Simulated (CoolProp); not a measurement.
Vapour-liquid equilibrium of R125 (1) + R236EA (2) at 273.7 K; x and y are mole fractions of (1).

Model: multi-fluid Helmholtz-energy mixture model, Lemmon 2005 and Rui 2013; pair parameters Bell 2016, in CoolProp.

```json
[
 {"x": "0.05", "bubble pressure (kPa)": "110.6", "y at the bubble point": "0.302", "dew pressure at overall composition x (kPa)": "83.98", "liquid density (mol/L)": "9.941"},
 {"x": "0.15", "bubble pressure (kPa)": "(withheld)", "y at the bubble point": "0.582", "dew pressure at overall composition x (kPa)": "92.90", "liquid density (mol/L)": "10.07"},
 {"x": "0.25", "bubble pressure (kPa)": "229.1", "y at the bubble point": "0.717", "dew pressure at overall composition x (kPa)": "103.9", "liquid density (mol/L)": "10.21"},
 {"x": "0.35", "bubble pressure (kPa)": "287.0", "y at the bubble point": "0.797", "dew pressure at overall composition x (kPa)": "117.8", "liquid density (mol/L)": "10.34"},
 {"x": "0.45", "bubble pressure (kPa)": "344.8", "y at the bubble point": "0.852", "dew pressure at overall composition x (kPa)": "136.0", "liquid density (mol/L)": "10.46"},
 {"x": "0.55", "bubble pressure (kPa)": "402.8", "y at the bubble point": "0.892", "dew pressure at overall composition x (kPa)": "160.6", "liquid density (mol/L)": "10.58"},
 {"x": "0.65", "bubble pressure (kPa)": "461.5", "y at the bubble point": "0.923", "dew pressure at overall composition x (kPa)": "195.8", "liquid density (mol/L)": "10.69"},
 {"x": "0.75", "bubble pressure (kPa)": "521.6", "y at the bubble point": "0.949", "dew pressure at overall composition x (kPa)": "250.1", "liquid density (mol/L)": "(withheld)"},
 {"x": "0.85", "bubble pressure (kPa)": "583.6", "y at the bubble point": "0.971", "dew pressure at overall composition x (kPa)": "342.6", "liquid density (mol/L)": "10.88"},
 {"x": "0.95", "bubble pressure (kPa)": "648.5", "y at the bubble point": "0.991", "dew pressure at overall composition x (kPa)": "(withheld)", "liquid density (mol/L)": "10.95"}
]
```

Problem. Some entries are withheld; supply them.

Solution. 
- 0.15, bubble pressure (kPa): 170.4
- 0.75, liquid density (mol/L): 10.79
- 0.95, dew pressure at overall composition x (kPa): 524.1

No azeotrope shows between x = 0.05 and 0.95.

The pair parameters rest on a limited set of measurements; away from them the model extrapolates.
